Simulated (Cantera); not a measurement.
Feed: 1 mol Fe2O3, 1.7 mol Cl2, 0.36 mol H2, equilibrated at 1225 °C and 0.120 bar.

These are equilibrium values from Cantera (NASA tables, ideal gas, pure condensed phases), not measurements of a reactor. Candidate condensed phases: Fe, FeCl2, FeCl3, FeO, Fe(OH)2, Fe(OH)3, Fe2O3, Fe3O4, H2O; 22 gas species. Kinetics and transport are ignored.

Base state: FeCl2 0.273, O2 0.267, HCl 0.253, FeCl3 0.0860, Cl2 0.0709, Cl 0.0443, H2O 0.00508, Fe2Cl4 0.000357 (mole fractions); condensed: Fe2O3(s).

Question: What changes in the equilibrium state with this change: H2 from 0.36 to 17 mol?

Answer: 
```csv
species,before,after
H2,5.23e-8,0.679
H2O,0.00508,0.160
HCl,0.253,0.139
O2,0.267,<1e-9
FeCl2,0.273,0.0213
Cl2,0.0709,1.65e-9
FeCl3,0.0860,1.03e-6
Cl,0.0443,6.75e-6
ClO,0.000196,<1e-9
HOCl,1.43e-5,<1e-9
H,1.13e-8,4.09e-5
"Fe2O3(s), mol",0.509,0
"Fe(γ), mol",0,1.60
```
